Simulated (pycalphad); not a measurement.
Computed with pycalphad from the COST 507 light-alloy database (1999), at 1 atm. No gas phase is included, though pure Mg would boil below 1650 K. The database dates from 1999; later assessments differ in places, in temperatures and in the compounds included. Diffusion is slow at the low end, where real alloys seldom reach equilibrium.

Molar enthalpy of Al-14.98Si-1.95Mg (at.%) in equilibrium (SER reference):

```csv
T (K),H (kJ/mol),phases
1650,54.66,LIQUID
1570,52.17,LIQUID
1490,49.67,LIQUID
1410,47.18,LIQUID
1330,44.69,LIQUID
1250,42.20,LIQUID
1170,39.71,LIQUID
1090,37.23,LIQUID
1010,34.75,LIQUID
930,32.27,LIQUID
890,31.05,LIQUID
850,28.86,LIQUID + DIAMOND_A4
810,13.80,FCC_A1 + DIAMOND_A4 + MG2SI
770,12.41,FCC_A1 + DIAMOND_A4 + MG2SI
690,9.84,FCC_A1 + DIAMOND_A4 + MG2SI
610,7.47,FCC_A1 + DIAMOND_A4 + MG2SI
530,5.25,FCC_A1 + DIAMOND_A4 + MG2SI
450,3.13,FCC_A1 + DIAMOND_A4 + MG2SI
370,1.11,FCC_A1 + DIAMOND_A4 + MG2SI
```

Cooling from 890 K to 810 K, across the freezing range, releases 17.2 kJ/mol, or 637 J/g. The slope is 31 J/(mol K) in the liquid and 35 J/(mol K) just below the solidus, where it includes any heat of precipitation. Liquidus 885 K, solidus 831 K. Changes were sought between steps of 40 K, so a narrower field can be missed.

Database names, with the compositions (at.%) that they take in these runs: MG2SI: Mg 67 Si 33. FCC_A1 is fcc; DIAMOND_A4 is diamond (Si).
